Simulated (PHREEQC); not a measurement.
Dissolve 0.13 mol/kgw CuSO4 and 0.075 mol/kgw H2SO4 at 25 °C. Closed to the air; pH follows from the charge balance.

Computed with PHREEQC (ion-association model, wateq4f.dat).

Each row changes one thing in this solution. No solid was allowed to form.

| case | pH | ionic strength (mol/kgw) | HSO4- (mol/kgw) | SO4-2 (mol/kgw) |
|---|---|---|---|---|
| as made | 1.34 | 0.342 | 0.0908 | 0.0589 |
| CuSO4 replaced by NH4HSO4 at the same molality | 0.99 | 0.287 | 0.148 | 0.0408 |
| H2SO4 from 0.075 to 0.75 mol/kgw | 0.28 | 1.08 | 0.786 | 0.0633 |
| CuSO4 from 0.13 to 0.013 mol/kgw | 1.15 | 0.133 | … | 0.0205 |
| H2SO4 replaced by NiSO4 at the same molality | 4.56 | 0.389 | 8.58e-5 | 0.0969 |
| H2SO4 from 0.075 to 0.15 mol/kgw | 1.01 | … | 0.174 | 0.0570 |
| 0.0016 mol/kgw LiOH added | 1.34 | 0.343 | 0.0901 | … |

### Question
Complete the blanks.

### Answer

- CuSO4 from 0.13 to 0.013 mol/kgw, HSO4- (mol/kgw): 0.0631
- H2SO4 from 0.075 to 0.15 mol/kgw, ionic strength (mol/kgw): 0.426
- 0.0016 mol/kgw LiOH added, SO4-2 (mol/kgw): 0.0593

The ionic strength passes 0.7 mol/kgw, the rough limit of the ion-association models, in H2SO4 from 0.075 to 0.75 mol/kgw. Complexes and solids missing from the database can't appear. Some of these states are supersaturated (in Antlerite, Brochantite, for instance).
